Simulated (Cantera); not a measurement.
Adiabatic ignition

An adiabatic, constant-volume homogeneous reactor starts with 39.0 % CO, 9.36 % H2, 10.1 % O2, 37.9 % N2, 3.71 % H2O, equivalence ratio 2.4, at 1075 K and 0.987 atm.

Model: GRI-Mech 3.0 (53 species, 325 reactions), integrated in Cantera.

```json
[
 {"t (s)": "3.00e-6", "T (K)": "1075", "P (bar)": "1.00", "x CO": "0.390", "x H2": "0.0936", "x O2": "0.101", "x N2O": "<1e-12", "x NO": "<1e-12"},
 {"t (s)": "1.57e-5", "T (K)": "1075", "P (bar)": "1.00", "x CO": "0.390", "x H2": "0.0936", "x O2": "0.101", "x N2O": "<1e-12", "x NO": "<1e-12"},
 {"t (s)": "8.25e-5", "T (K)": "1075", "P (bar)": "1.00", "x CO": "0.390", "x H2": "0.0936", "x O2": "0.101", "x N2O": "<1e-12", "x NO": "<1e-12"},
 {"t (s)": "0.000433", "T (K)": "2731", "P (bar)": "2.31", "x CO": "0.285", "x H2": "0.0306", "x O2": "0.00185", "x N2O": "1.04e-7", "x NO": "0.000360"},
 {"t (s)": "0.00227", "T (K)": "2737", "P (bar)": "2.31", "x CO": "0.285", "x H2": "0.0308", "x O2": "0.00149", "x N2O": "1.19e-7", "x NO": "0.00169"},
 {"t (s)": "0.0119", "T (K)": "2735", "P (bar)": "2.31", "x CO": "0.285", "x H2": "0.0309", "x O2": "0.00146", "x N2O": "1.26e-7", "x NO": "0.00204"},
 {"t (s)": "0.0624", "T (K)": "2735", "P (bar)": "2.31", "x CO": "0.285", "x H2": "0.0309", "x O2": "0.00146", "x N2O": "1.26e-7", "x NO": "0.00204"},
 {"t (s)": "0.327", "T (K)": "2735", "P (bar)": "2.31", "x CO": "0.285", "x H2": "0.0309", "x O2": "0.00146", "x N2O": "1.26e-7", "x NO": "0.00204"},
 {"t (s)": "1.72", "T (K)": "2735", "P (bar)": "2.31", "x CO": "0.285", "x H2": "0.0309", "x O2": "0.00146", "x N2O": "1.26e-7", "x NO": "0.00204"},
 {"t (s)": "9.00", "T (K)": "2735", "P (bar)": "2.31", "x CO": "0.285", "x H2": "0.0309", "x O2": "0.00146", "x N2O": "1.26e-7", "x NO": "0.00204"}
]
```
x: mole fraction; the columns are a selection and need not sum to one.

```yaml
time_of_steepest_temperature_rise: 0.201 ms
temperature at 9.00 s: 2735 K
equilibrium_temperature: 2735 K
x(CO) at 9.00 s: 0.285 (gas-phase equilibrium 0.285)
x(H2) at 9.00 s: 0.0309 (gas-phase equilibrium 0.0309)
x(O2) at 9.00 s: 0.00146 (gas-phase equilibrium 0.00146)
```
